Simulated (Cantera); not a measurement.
A closed system holds: 1 mol Si, 0.19 mol H2O, 120 mol H2, held at 1800 °C and 13.3 mbar.

Method: chemical equilibrium by Gibbs-energy minimisation in Cantera with the NASA 1993 tables (ideal gas, pure condensed phases). Candidate condensed phases: H2O, Si, SiO2; 18 gas species. Gases not in the tables: Si2H6 and higher silanes. Kinetics and transport are ignored.

Base state: H2 0.969, H 0.0224, Si 0.00595, SiO 0.00155, SiH 0.000389, SiH2 0.000122, Si2 5.82e-5 (mole fractions); condensed: gas only.

Q: What changes in the equilibrium state with this change: temperature from 1800 °C to 1750 °C?

A: 
```
species       before     after
----------  --------  --------
H2             0.969     0.977
H             0.0224    0.0163
Si           0.00595   0.00427
Si2          5.82e-5   4.67e-5
SiH         0.000389  0.000313
SiH2        0.000122  0.000118
SiO          0.00155   0.00156
Si(l), mol         0     0.222
```

Q: What changes in the equilibrium state with this change: temperature from 1800 °C to 777 °C?

A: 
```tsv
species	before	after
H2	0.969	1.00
SiO	0.00155	2.85e-7
H	0.0224	7.02e-8
Si	0.00595	<1e-9
SiH	0.000389	<1e-9
SiH2	0.000122	<1e-9
Si2	5.82e-5	<1e-9
Si(s), mol	0	0.905
SiO2(β-quartz), mol	0	0.0950
```
Mutual solubility and eutectic melting of coexisting phases are not modelled.
